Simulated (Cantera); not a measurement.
A perfectly stirred reactor is fed with N₂O : N₂ = 1 : 0.98 (molar parts), at 0.133 bar; it is held at 1150 K, and followed from long to short residence time.

Model: GRI-Mech 3.0 (53 species, 325 reactions), integrated in Cantera. GRI-Mech 3.0 was tuned for natural gas; its chemistry of N2O as a main component is partial and can be far from experiment. The mechanism lacks the step 2 NO + O2 → 2 NO2, which can matter for NO2 below about 1400 K. The temperature is held fixed by assumption; the heat of reaction is taken as removed at once.

```
quantity                 before     after
---------------------  --------  --------
x(N₂O) at τ = 1.50 s      0.478     0.496
x(NO) at τ = 1.50 s     0.00185  0.000492
x(NO₂) at τ = 1.50 s    2.69e-6   6.79e-7
x(O₂) at τ = 1.50 s     0.00992   0.00340
x(O) at τ = 1.50 s      8.02e-7   3.17e-7
x(N₂O) at τ = 38.0 ms     0.504     0.505
x(NO) at τ = 38.0 ms    4.96e-5   1.27e-5
x(NO₂) at τ = 38.0 ms   1.27e-8   1.65e-9
x(O₂) at τ = 38.0 ms   0.000265   8.75e-5
x(O) at τ = 38.0 ms     8.03e-7   3.16e-7
```

Task: What was changed between the two runs?
A. temperature 1150 to 1273 K
B. temperature 1150 to 1075 K
C. temperature 1150 to 1050 K
D. temperature 1150 to 1098 K

Result: D, temperature 1150 to 1098 K
